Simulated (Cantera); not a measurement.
# CO₂ + SO₂ + N₂ (abatement and gas-phase synthesis)

A closed system holds: 1 mol CO₂, 0.15 mol SO₂, 30 mol N₂, at 26000 Pa.

Cantera equilibrium calculation (NASA polynomials, part measured and part estimated; ideal gas, pure solids and liquids). Candidate condensed phases: C, S; 58 gas species. Ions and electrons are included (thermal ionisation). Rates play no part.

From 2500 K to 5000 K nothing is condensed. The main C-bearing gas is CO₂ at 2500 K and CO at 5000 K.

| T (K) | log p N₂ | log p N | log p O | log p CO | log p CO₂ | log p NO | log p O₂ |
|---|---|---|---|---|---|---|---|
| 2500 | -0.61 | -6.84 | -3.27 | -2.38 | -2.38 | -2.98 | -2.86 |
| 2750 | -0.61 | -5.92 | -2.75 | -2.21 | -2.69 | -2.78 | -2.79 |
| 3000 | -0.61 | -5.16 | -2.40 | -2.13 | -3.11 | -2.69 | -2.91 |
| 3250 | -0.62 | -4.52 | -2.20 | -2.11 | -3.59 | -2.71 | -3.19 |
| 3500 | -0.62 | -3.96 | -2.10 | -2.10 | -4.08 | -2.80 | -3.58 |
| 3750 | -0.62 | -3.48 | -2.05 | -2.10 | -4.56 | -2.92 | -4.00 |
| 4000 | -0.62 | -3.06 | -2.03 | -2.10 | -4.99 | -3.05 | -4.40 |
| 4250 | -0.62 | -2.69 | -2.02 | -2.10 | -5.39 | -3.17 | -4.77 |
| 4500 | -0.63 | -2.36 | -2.01 | -2.10 | -5.74 | -3.28 | -5.11 |
| 4750 | -0.63 | -2.07 | -2.01 | -2.10 | -6.06 | -3.38 | -5.42 |
| 5000 | -0.65 | -1.80 | -2.01 | -2.12 | -6.36 | -3.48 | -5.70 |
log p: log10 of the partial pressure in bar; nothing condenses.
